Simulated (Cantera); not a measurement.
A closed system holds: 1 mol Si₃N₄, 0.25 mol N₂O, a varied amount of H₂, held at 1850 K and 188 Torr.

These are equilibrium values from Cantera (NASA tables, ideal gas, pure condensed phases), not measurements of a reactor. Candidate condensed phases: H₂O, Si, SiO₂, Si₂N₂O, Si₃N₄; 35 gas species. Mutual solubility and eutectic melting of coexisting phases are not modelled. Gases not in the tables: Si₂H₆ and higher silanes. Equilibrium is a limit: real reactors are often held back by kinetics, nucleation or transport.

### Question
Which condensed phases are stable at each of these points (n(H₂) (mol)): 14, 48, 82, 120, 150, 190, 220, 250, 290, 320?

### Answer
```
n(H₂) (mol)              condensed phases  Si condensed (%)
-----------  ----------------------------  ----------------
14           Si(l) + Si₂N₂O(s) + Si₃N₄(s)              98.5
48                      Si(l) + Si₂N₂O(s)              91.5
82                                  Si(l)              91.4
120                                 Si(l)              91.3
150                                 Si(l)              91.2
190                                 Si(l)              91.1
220                                 Si(l)              91.1
250                                 Si(l)              91.0
290                                 Si(l)              90.9
320                                 Si(l)              90.8
```

At 14 mol H₂ the condensed part is Si(l) + Si₂N₂O(s) + Si₃N₄(s). At 48 mol H₂ the condensed part is Si(l) + Si₂N₂O(s). From 82 mol H₂ to 320 mol H₂ the condensed part is Si(l).
